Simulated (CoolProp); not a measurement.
Vapour-liquid equilibrium of propane (1) + isobutene (2) at 0.11 bar; x and y are mole fractions of (1).

Model: multi-fluid Helmholtz-energy mixture model, Lemmon 2009 and Lemmon 2005; pair parameters Bell 2016, in CoolProp.

```
x     bubble temperature (°C)  y at the bubble point  dew temperature at overall composition x (°C)  liquid density (mol/L)
----  -----------------------  ---------------------  ---------------------------------------------  ----------------------
0.05                    -58.1                  0.322                                          -53.4                   12.21
0.15                    -64.7                  0.602                                          -55.0                   12.46
0.25                    -68.6                  0.725                                          -56.7                   12.67
0.35                    -71.4                  0.798                                          -58.7                   12.87
0.45                    -73.6                  0.850                                          -60.8                   13.06
0.55                    -75.5                  0.890                                          -63.3                   13.26
0.65                    -77.3                  0.923                                          -66.1                   13.46
0.75                    -78.9                  0.951                                          -69.5                   13.66
0.85                    -80.5                  0.974                                          -73.6                   13.87
0.95                    -81.9                  0.992                                          -78.9                   14.08
```

No azeotrope shows between x = 0.05 and 0.95.

The pair parameters rest on a limited set of measurements; away from them the model extrapolates.
